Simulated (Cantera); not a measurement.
What does this Cantera script print?

```python
import numpy as np
import cantera as ct

gas = ct.Solution("h2o2.yaml")
gas.TPX = 300, 13332, {'H2': 1, 'O2': 0.847, 'N2': 3.19}
flame = ct.FreeFlame(gas, width=0.16)
flame.set_refine_criteria(ratio=3, slope=0.08, curve=0.16)
flame.transport_model = "mixture-averaged"
flame.solve(loglevel=0, auto=True)
z, T = flame.grid, flame.T
thick = (T[-1] - T[0]) / np.gradient(T, z).max()
show = ['H2', 'O2', 'H2O', 'HO2', 'H', 'H2O2']
print(f"laminar burning velocity  {flame.velocity[0] * 100:.3f} cm/s")
print(f"burnt temperature         {T[-1]:.1f} K")
print(f"thermal thickness         {thick * 1e3:.4f} mm")
print(f"grid points               {len(z)}")
z0 = z[flame.heat_release_rate.argmax()]
print(f"{'z/mm':>9s}{'T/K':>9s}{'u/(m/s)':>9s}" + "".join(f"{s:>11s}" for s in show))
rows = []
for k in (-3, -2, -1.5, -1, -0.5, -0.25, 0, 0.25, 0.5, 1, 2, 4, 8):
    zz = z0 + k * thick
    rows.append([k * thick, np.interp(zz, z, T), np.interp(zz, z, flame.velocity),
                 *(np.interp(zz, z, flame.X[gas.species_index(s)]) for s in show)])
    print(f"{rows[-1][0] * 1e3:9.3f}{rows[-1][1]:9.1f}{rows[-1][2]:9.3f}" + "".join(f"{x:11.3e}" for x in rows[-1][3:]))
```

Output:

```
laminar burning velocity  103.231 cm/s
burnt temperature         1795.8 K
thermal thickness         4.3834 mm
grid points               107
     z/mm      T/K  u/(m/s)         H2         O2        H2O        HO2          H       H2O2
  -13.150    300.0    1.032  1.985e-01  1.682e-01  1.373e-11  4.960e-13  1.732e-17  1.095e-13
   -8.767    300.0    1.032  1.985e-01  1.682e-01  1.426e-09  5.942e-11  1.060e-15  1.356e-11
   -6.575    300.0    1.032  1.984e-01  1.682e-01  2.721e-08  1.270e-09  3.496e-14  2.938e-10
   -4.383    300.1    1.032  1.976e-01  1.684e-01  1.156e-06  6.290e-08  1.369e-11  1.487e-08
   -2.192    321.4    1.089  1.849e-01  1.706e-01  7.998e-04  4.965e-05  2.638e-06  1.215e-05
   -1.096    562.5    1.852  1.465e-01  1.667e-01  2.196e-02  7.676e-05  2.003e-03  3.067e-05
    0.000    920.1    2.958  8.426e-02  1.422e-01  8.133e-02  2.779e-05  1.349e-02  1.547e-06
    1.096   1178.6    3.763  3.110e-02  1.030e-01  1.502e-01  1.521e-05  2.348e-02  1.318e-06
    2.192   1318.1    4.195  1.442e-02  8.627e-02  1.773e-01  1.070e-05  2.226e-02  1.176e-06
    4.383   1455.3    4.605  1.035e-02  8.063e-02  1.889e-01  7.865e-06  1.523e-02  7.078e-07
    8.767   1579.4    4.964  7.974e-03  7.834e-02  1.974e-01  5.748e-06  8.372e-03  3.524e-07
   17.533   1678.0    5.242  5.090e-03  7.713e-02  2.050e-01  3.881e-06  3.654e-03  1.797e-07
   35.067   1742.2    5.419  2.639e-03  7.685e-02  2.107e-01  2.294e-06  1.250e-03  9.921e-08
```

Computed with Cantera and the H2/O2 subset of GRI-Mech 3.0, which has no nitrogen chemistry. Burning velocities carry a grid error of a few per cent, more on coarse grids. Lean hydrogen flames are cellular in practice and burn faster than this planar one.
